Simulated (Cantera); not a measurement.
A perfectly stirred reactor is fed with CO : H2 : CH4 : O2 : N2 : H2O = 1 : 1.3 : 0.29 : 1.92 : 7.23 : 2.5 (molar parts), at 240000 Pa; it is adiabatic with a 725 K inlet, and is followed from long to short residence time, starting on the burning branch (τ in s: 0.067, 0.024, 0.009, 0.0033, 0.0012, 0.00044, 0.00016, 5.9e-05, 2.2e-05).

Computed with Cantera and GRI-Mech 3.0 (53 species, 325 reactions).

What does this change do: pressure from 240000 Pa to 640000 Pa?


```
quantity                                                                          before                                   after
------------------------------------------------  --------------------------------------  --------------------------------------
blow-out, bracketed by the residence times tried  burning at 22.0 µs, the shortest tried  burning at 22.0 µs, the shortest tried
x(CO) at τ = 67.0 ms                                                             0.00388                                 0.00261
x(H2) at τ = 67.0 ms                                                             0.00250                                 0.00165
x(CH4) at τ = 67.0 ms                                                            6.15e-7                                 3.24e-7
x(CH2O) at τ = 67.0 ms                                                           9.92e-8                                 5.01e-8
x(CO2) at τ = 67.0 ms                                                             0.0942                                  0.0956
x(CO) at τ = 1.20 ms                                                              0.0105                                 0.00570
x(H2) at τ = 1.20 ms                                                             0.00671                                 0.00332
x(CH4) at τ = 1.20 ms                                                            1.61e-5                                 1.16e-5
x(CH2O) at τ = 1.20 ms                                                           2.65e-6                                 1.91e-6
x(CO2) at τ = 1.20 ms                                                             0.0869                                  0.0922
```

What does this change do: H2 1.3 to 2 parts?


```json
[
 {"quantity": "blow-out, bracketed by the residence times tried", "before": "burning at 22.0 µs, the shortest tried", "after": "burning at 22.0 µs, the shortest tried"},
 {"quantity": "x(CO) at τ = 67.0 ms", "before": "0.00388", "after": "0.0165"},
 {"quantity": "x(H2) at τ = 67.0 ms", "before": "0.00250", "after": "0.0134"},
 {"quantity": "x(CH4) at τ = 67.0 ms", "before": "6.15e-7", "after": "7.25e-7"},
 {"quantity": "x(CH2O) at τ = 67.0 ms", "before": "9.92e-8", "after": "9.46e-8"},
 {"quantity": "x(CO2) at τ = 67.0 ms", "before": "0.0942", "after": "0.0778"},
 {"quantity": "x(CO) at τ = 1.20 ms", "before": "0.0105", "after": "0.0218"},
 {"quantity": "x(H2) at τ = 1.20 ms", "before": "0.00671", "after": "0.0188"},
 {"quantity": "x(CH4) at τ = 1.20 ms", "before": "1.61e-5", "after": "1.32e-5"},
 {"quantity": "x(CH2O) at τ = 1.20 ms", "before": "2.65e-6", "after": "2.00e-6"},
 {"quantity": "x(CO2) at τ = 1.20 ms", "before": "0.0869", "after": "0.0718"}
]
```
